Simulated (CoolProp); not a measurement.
Values from CoolProp's reference Helmholtz-energy equation of state, Thol 2019.

**Question.** For dodecamethylpentasiloxane (MD3M), give the phase and the density (kg/m³), cp (kJ/(kg K)), cv (kJ/(kg K)), expansivity (1/kK) at 48.55 °C and 779 kPa; 75.45 °C and 779 kPa; 129.25 °C and 779 kPa.

**Answer.** 
- 48.55 °C and 779 kPa: liquid; density 848, cp 1.76, cv 1.50, expansivity 1.13
- 75.45 °C and 779 kPa: liquid; density 822, cp 1.82, cv 1.56, expansivity 1.18
- 129.25 °C and 779 kPa: liquid; density 769, cp 1.94, cv 1.69, expansivity 1.31
